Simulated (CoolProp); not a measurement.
Vapour-liquid equilibrium of R125 (1) + ethanol (2) at 305.1 K; x and y are mole fractions of (1).

Values from CoolProp's multi-fluid Helmholtz-energy mixture model, Lemmon 2005 and Schroeder 2014; pair parameters Bell 2016.

Problem. Give the bubble pressure and the first vapour's composition at x = 0.35, 0.65, 0.875. Is there an azeotrope?

Solution. x = 0.35: 0.9430 MPa, y = 0.987; x = 0.65: 1.223 MPa, y = 0.990; x = 0.875: 1.428 MPa, y = 0.994. No azeotrope shows between x = 0.05 and 0.95.

Pair parameters are fitted to limited data, so mixtures are less certain than the pure fluids. The gap from Raoult's law changes sign with composition, which may be real or a fault of the pair parameters; it wasn't checked against measurements. With so large a gap from Raoult's law the liquid may split in two, which this calculation doesn't test in full.
